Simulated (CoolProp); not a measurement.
A single-stage vapour-compression cycle with cyclopropane: evaporating at 309.15 K (dew point), condensing at 360.15 K (bubble point), superheat 8 K, subcooling 2 K, compressor efficiency 0.85, no pressure losses. Each further row changes one setting.

Values from CoolProp's reference Helmholtz-energy equation of state, Polt 1992. This equation is an older, rougher fit; its heat capacities, sound speeds and derivatives of the liquid may be far off and weren't checked against measurements.

```json
[
 {"case": "as stated", "cooling COP": "3.81", "pressure ratio": "2.99", "discharge temperature (K)": "382.2", "refrigerating effect (kJ/kg)": "271", "volumetric capacity (kJ/m³)": "4860"},
 {"case": "evaporating temperature 314.15 K", "cooling COP": "4.38", "pressure ratio": "___", "discharge temperature (K)": "380.4", "refrigerating effect (kJ/kg)": "275", "volumetric capacity (kJ/m³)": "5580"},
 {"case": "condensing temperature 355.15 K", "cooling COP": "4.40", "pressure ratio": "2.73", "discharge temperature (K)": "376.3", "refrigerating effect (kJ/kg)": "286", "volumetric capacity (kJ/m³)": "___"},
 {"case": "subcooling 7 K", "cooling COP": "4.03", "pressure ratio": "2.99", "discharge temperature (K)": "382.2", "refrigerating effect (kJ/kg)": "286", "volumetric capacity (kJ/m³)": "5140"},
 {"case": "superheat 18 K", "cooling COP": "3.85", "pressure ratio": "2.99", "discharge temperature (K)": "391.1", "refrigerating effect (kJ/kg)": "289", "volumetric capacity (kJ/m³)": "___"},
 {"case": "compressor efficiency 0.75", "cooling COP": "3.36", "pressure ratio": "2.99", "discharge temperature (K)": "386.1", "refrigerating effect (kJ/kg)": "271", "volumetric capacity (kJ/m³)": "4860"}
]
```

Q: What belongs in the gaps?

A: 
- evaporating temperature 314.15 K, pressure ratio: 2.65
- condensing temperature 355.15 K, volumetric capacity (kJ/m³): 5130
- superheat 18 K, volumetric capacity (kJ/m³): 4920
